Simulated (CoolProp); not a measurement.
Vapour pressure (MPa) of the fluoroketone C6F12O (FK-5-1-12): the reference equation beside estimates from Tc = 168.7 °C, pc = 1.869 MPa, ω = 0.471.

The numbers come from the reference Helmholtz-energy equation of state, McLinden 2015 in CoolProp.

```tsv
T (°C)	reference	van der Waals	Redlich-Kwong	Soave-Redlich-Kwong
35.35	0.06134	0.3699	0.1600	0.06131
40.45	0.07441	0.4021	0.1836	0.07440
45.55	0.08958	0.4360	0.2095	0.08961
50.65	0.1071	0.4716	0.2380	0.1072
55.75	0.1271	0.5092	0.2691	0.1274
60.85	0.1500	0.5486	0.3030	0.1504
66.05	0.1764	0.5907	0.3405	0.1771
71.15	0.2056	0.6340	0.3803	0.2067
76.25	0.2385	0.6792	0.4233	0.2400
81.35	0.2752	0.7264	0.4695	0.2773
86.45	0.3161	0.7757	0.5190	0.3188
91.65	0.3624	0.8280	0.5731	0.3659
```

Absolute difference from the reference over all 12 rows, mean and median: van der Waals 275.2 and 250.3 %, Redlich-Kwong 102.2 and 97.5 %, Soave-Redlich-Kwong 0.4 and 0.3 %.
